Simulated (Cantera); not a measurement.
Charge: 1 mol MgO, 0.057 mol SO₂, 7 mol O₂, equilibrated at 1050 Torr.

Equilibrium computed with Cantera from the NASA thermochemical tables; the gas is ideal and each condensed phase is pure. Candidate condensed phases: Mg, MgO, MgS, MgSO₄, S; 14 gas species. Mutual solubility and eutectic melting of coexisting phases are not modelled. Kinetics and transport are ignored.

x: gas mole fraction; n: condensed amount in mol.

```csv
T (°C),x O₂,x SO₂,x SO₃,x O,x O₃,x SO,n MgO(s),n MgSO₄(s)
927,0.996,0.00297,0.000902,2.11e-8,2.06e-10,2.07e-12,0.970,0.0298
952,0.992,0.00633,0.00157,3.54e-8,2.74e-10,8.20e-12,0.999,0.00132
977,0.992,0.00670,?,?,?,?,1.00,0
1002,0.992,0.00690,0.00118,9.40e-8,4.76e-10,2.86e-11,1.00,0
1027,0.992,0.00706,0.00102,1.49e-7,6.18e-10,5.07e-11,1.00,0
1052,0.992,0.00720,?,?,?,?,1.00,0
1077,0.992,0.00732,0.000757,3.55e-7,1.01e-9,1.48e-10,1.00,0
1102,0.992,0.00742,0.000657,5.36e-7,1.28e-9,2.45e-10,1.00,0
1127,0.992,0.00751,0.000572,7.97e-7,1.60e-9,3.97e-10,1.00,0
1152,0.992,0.00758,0.000500,1.17e-6,1.99e-9,6.32e-10,1.00,0
1177,0.992,0.00764,0.000438,1.69e-6,2.45e-9,9.88e-10,1.00,0
1202,0.992,0.00769,0.000386,2.42e-6,3.00e-9,1.52e-9,1.00,0
1227,0.992,0.00774,0.000341,3.41e-6,3.65e-9,2.31e-9,1.00,0
```

### Question
What belongs in the gaps?

### Answer

- 977, x SO₃: 0.00138
- 977, x O: 5.83e-8
- 977, x O₃: 3.63e-10
- 977, x SO: 1.57e-11
- 1052, x SO₃: 0.000876
- 1052, x O: 2.32e-7
- 1052, x O₃: 7.94e-10
- 1052, x SO: 8.77e-11
